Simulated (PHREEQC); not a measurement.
A solution holds 0.02 mol/kgw CuSO4, 0.23 mol/kgw HBF4 and 0.0019 mol/kgw Na2SO4, at 25 °C. Closed to the air; pH follows from the charge balance.

Computed with PHREEQC (ion-association model, wateq4f.dat).

This is a speciation only: nothing precipitates in the calculation.

**Question.** What pH does the model give?

**Answer.** pH 0.79.

**Question.** In which forms is B present?

**Answer.** BF4- 96 %, BF3OH- 1.8 %, H3BO3 1.7 % of the B.

Real BF4- forms and hydrolyses slowly; the run takes it at equilibrium.
